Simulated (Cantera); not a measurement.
Input (Python, Cantera):

```python
import numpy as np
import cantera as ct

gas = ct.Solution("gri30.yaml")


def delay(T, t_max=10):
    gas.TPX = T, 500000, {'CH4': 1, 'CO': 0.83, 'O2': 2.2, 'N2': 10.3}
    reactor = ct.IdealGasConstPressureReactor(gas, clone=False)
    net = ct.ReactorNet([reactor])
    net.rtol, net.atol = 1e-8, 1e-16
    while net.time < t_max:
        t_old, T_old = net.time, reactor.T
        net.step()
        if reactor.T > T + 400:  # ignition: a rise of 400 K
            return t_old + (T + 400 - T_old) / (reactor.T - T_old) * (net.time - t_old)
    return np.nan


taus = []
for T in [1300, 1350, 1400, 1450, 1500, 1550, 1600, 1650]:
    taus.append(delay(T))
    print(f"T0 = {T:6g} K   tau = {taus[-1]:.4e} s")
```

It prints:

```
T0 =   1300 K   tau = 5.0943e-03 s
T0 =   1350 K   tau = 2.6728e-03 s
T0 =   1400 K   tau = 1.4474e-03 s
T0 =   1450 K   tau = 8.0812e-04 s
T0 =   1500 K   tau = 4.6529e-04 s
T0 =   1550 K   tau = 2.7653e-04 s
T0 =   1600 K   tau = 1.6983e-04 s
T0 =   1650 K   tau = 1.0785e-04 s
```

Model: GRI-Mech 3.0 (53 species, 325 reactions), integrated in Cantera.
